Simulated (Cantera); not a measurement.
A perfectly stirred reactor is fed with CH₄ : CO : O₂ : N₂ : H₂O = 1 : 0.53 : 2.27 : 8.52 : 0.63 (molar parts), at 5.00 bar; it is adiabatic with a 375 K inlet, and is followed from long to short residence time, starting on the burning branch (τ in s: 0.083, 0.044, 0.023, 0.013, 0.0067, 0.0035, 0.0019, 0.001, 0.00054, 0.00029, 0.00015, 8.1e-05).

Detailed kinetics in Cantera: GRI-Mech 3.0 (53 species, 325 reactions).

Task: What does this change do: pressure from 5.00 bar to 1.01 bar?

Result: 
```json
[
 {"quantity": "blow-out, bracketed by the residence times tried", "before": "burning at 81.0 µs, the shortest tried", "after": "burning at 81.0 µs, the shortest tried"},
 {"quantity": "x(CH₄) at τ = 83.0 ms", "before": "1.80e-6", "after": "4.02e-6"},
 {"quantity": "x(CO) at τ = 83.0 ms", "before": "0.00729", "after": "0.0119"},
 {"quantity": "x(O₂) at τ = 83.0 ms", "before": "0.00418", "after": "0.00715"},
 {"quantity": "x(H) at τ = 83.0 ms", "before": "0.000178", "after": "0.000556"},
 {"quantity": "x(C₂H) at τ = 83.0 ms", "before": "1.14e-12", "after": "4.09e-12"},
 {"quantity": "x(CH₄) at τ = 1.90 ms", "before": "3.62e-5", "after": "6.24e-5"},
 {"quantity": "x(CO) at τ = 1.90 ms", "before": "0.0135", "after": "0.0251"},
 {"quantity": "x(O₂) at τ = 1.90 ms", "before": "0.00843", "after": "0.0163"},
 {"quantity": "x(H) at τ = 1.90 ms", "before": "0.000607", "after": "0.00356"},
 {"quantity": "x(C₂H) at τ = 1.90 ms", "before": "2.75e-10", "after": "2.02e-10"}
]
```

Task: What does this change do: N2 8.52 to 12 parts?

Result: 
```tsv
quantity	before	after
blow-out, bracketed by the residence times tried	burning at 81.0 µs, the shortest tried	burning at 0.290 ms, out at 0.150 ms
x(CH₄) at τ = 83.0 ms	1.80e-6	6.20e-6
x(CO) at τ = 83.0 ms	0.00729	0.00293
x(O₂) at τ = 83.0 ms	0.00418	0.00213
x(H) at τ = 83.0 ms	0.000178	5.53e-5
x(C₂H) at τ = 83.0 ms	1.14e-12	8.66e-12
x(CH₄) at τ = 1.90 ms	3.62e-5	7.55e-5
x(CO) at τ = 1.90 ms	0.0135	0.00919
x(O₂) at τ = 1.90 ms	0.00843	0.00636
x(H) at τ = 1.90 ms	0.000607	0.000447
x(C₂H) at τ = 1.90 ms	2.75e-10	4.46e-10
```
